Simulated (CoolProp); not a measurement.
Vapour-liquid equilibrium of propane (1) + R114 (2) at 933 kPa; x and y are mole fractions of (1).

The numbers come from the multi-fluid Helmholtz-energy mixture model, Lemmon 2009 and Platzer 1990; pair parameters Bell 2016 in CoolProp. This equation is an older, rougher fit; its heat capacities, sound speeds and derivatives of the liquid may be far off and weren't checked against measurements.

```json
[
 {"x": "0.05", "bubble temperature (°C)": "74.3", "y at the bubble point": "0.140", "dew temperature at overall composition x (°C)": "78.1", "liquid density (mol/L)": "7.580"},
 {"x": "0.125", "bubble temperature (°C)": "66.6", "y at the bubble point": "0.312", "dew temperature at overall composition x (°C)": "75.0", "liquid density (mol/L)": "7.869"},
 {"x": "0.2", "bubble temperature (°C)": "60.0", "y at the bubble point": "0.446", "dew temperature at overall composition x (°C)": "71.7", "liquid density (mol/L)": "8.144"},
 {"x": "0.275", "bubble temperature (°C)": "54.3", "y at the bubble point": "0.550", "dew temperature at overall composition x (°C)": "68.3", "liquid density (mol/L)": "8.410"},
 {"x": "0.35", "bubble temperature (°C)": "49.5", "y at the bubble point": "0.632", "dew temperature at overall composition x (°C)": "64.8", "liquid density (mol/L)": "8.669"},
 {"x": "0.425", "bubble temperature (°C)": "45.3", "y at the bubble point": "0.698", "dew temperature at overall composition x (°C)": "61.1", "liquid density (mol/L)": "8.927"},
 {"x": "0.5", "bubble temperature (°C)": "41.6", "y at the bubble point": "0.753", "dew temperature at overall composition x (°C)": "57.1", "liquid density (mol/L)": "9.186"},
 {"x": "0.575", "bubble temperature (°C)": "38.4", "y at the bubble point": "0.801", "dew temperature at overall composition x (°C)": "52.9", "liquid density (mol/L)": "9.451"},
 {"x": "0.65", "bubble temperature (°C)": "35.4", "y at the bubble point": "0.842", "dew temperature at overall composition x (°C)": "48.4", "liquid density (mol/L)": "9.723"},
 {"x": "0.725", "bubble temperature (°C)": "32.8", "y at the bubble point": "0.880", "dew temperature at overall composition x (°C)": "43.5", "liquid density (mol/L)": "10.01"},
 {"x": "0.8", "bubble temperature (°C)": "30.3", "y at the bubble point": "0.914", "dew temperature at overall composition x (°C)": "38.4", "liquid density (mol/L)": "10.31"},
 {"x": "0.875", "bubble temperature (°C)": "27.9", "y at the bubble point": "0.947", "dew temperature at overall composition x (°C)": "33.1", "liquid density (mol/L)": "10.62"},
 {"x": "0.95", "bubble temperature (°C)": "25.7", "y at the bubble point": "0.979", "dew temperature at overall composition x (°C)": "27.7", "liquid density (mol/L)": "10.96"}
]
```

No azeotrope shows between x = 0.05 and 0.95.

The pair parameters rest on a limited set of measurements; away from them the model extrapolates.
